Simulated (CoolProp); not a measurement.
Model: reference Helmholtz-energy equation of state, Lemmon 2013, in CoolProp.

### Question
For propylene, give the phase and the cv (kJ/(kg K)), conductivity (mW/(m K)) at 383.9 K and 3.7 MPa; 458.1 K and 3.7 MPa.

### Answer
- 383.9 K and 3.7 MPa: gas; cv 1.79, conductivity 35.5
- 458.1 K and 3.7 MPa: gas; cv 1.96, conductivity 42.7

Thermal conductivity comes from a separate model (Huber 2003), an estimate that may be off by 10 % or more.
